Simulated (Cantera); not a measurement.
A perfectly stirred reactor is fed with CH4 : O2 : N2 = 1 : 3.12 : 11.8 (molar parts), equivalence ratio 0.64, at 10.0 bar; it is adiabatic with a 350 K inlet, and is followed from long to short residence time, starting on the burning branch (τ in s: 0.36, 0.13, 0.044, 0.015, 0.0052, 0.0018, 0.00063, 0.00022, 7.6e-05, 2.6e-05, 9.2e-06).

Computed with Cantera and GRI-Mech 3.0 (53 species, 325 reactions).

**Question.** What does this change do: pressure from 10.0 bar to 4.40 bar?

**Answer.** 
| quantity | before | after |
|---|---|---|
| blow-out, bracketed by the residence times tried | burning at 0.630 ms, out at 0.220 ms | burning at 0.220 ms, out at 76.0 µs |
| x(CH4) at τ = 0.360 s | 1.66e-6 | 2.66e-6 |
| x(O2) at τ = 0.360 s | 0.0703 | 0.0703 |
| x(HO2) at τ = 0.360 s | 1.02e-6 | 9.13e-7 |
| x(CO2) at τ = 0.360 s | 0.0628 | 0.0627 |
| x(NO) at τ = 0.360 s | 2.81e-5 | 2.11e-5 |
| x(CH4) at τ = 1.80 ms | 0.000114 | 0.000122 |
| x(O2) at τ = 1.80 ms | 0.0712 | 0.0713 |
| x(HO2) at τ = 1.80 ms | 1.28e-5 | 1.39e-5 |
| x(CO2) at τ = 1.80 ms | 0.0610 | 0.0604 |
| x(NO) at τ = 1.80 ms | 4.03e-6 | 6.16e-6 |

**Question.** What does this change do: pressure from 10.0 bar to 5.00 bar?

**Answer.** 
| quantity | before | after |
|---|---|---|
| blow-out, bracketed by the residence times tried | burning at 0.630 ms, out at 0.220 ms | burning at 0.220 ms, out at 76.0 µs |
| x(CH4) at τ = 0.360 s | 1.66e-6 | 2.49e-6 |
| x(O2) at τ = 0.360 s | 0.0703 | 0.0703 |
| x(HO2) at τ = 0.360 s | 1.02e-6 | 9.25e-7 |
| x(CO2) at τ = 0.360 s | 0.0628 | 0.0628 |
| x(NO) at τ = 0.360 s | 2.81e-5 | 2.18e-5 |
| x(CH4) at τ = 1.80 ms | 0.000114 | 0.000120 |
| x(O2) at τ = 1.80 ms | 0.0712 | 0.0713 |
| x(HO2) at τ = 1.80 ms | 1.28e-5 | 1.37e-5 |
| x(CO2) at τ = 1.80 ms | 0.0610 | 0.0605 |
| x(NO) at τ = 1.80 ms | 4.03e-6 | 5.88e-6 |
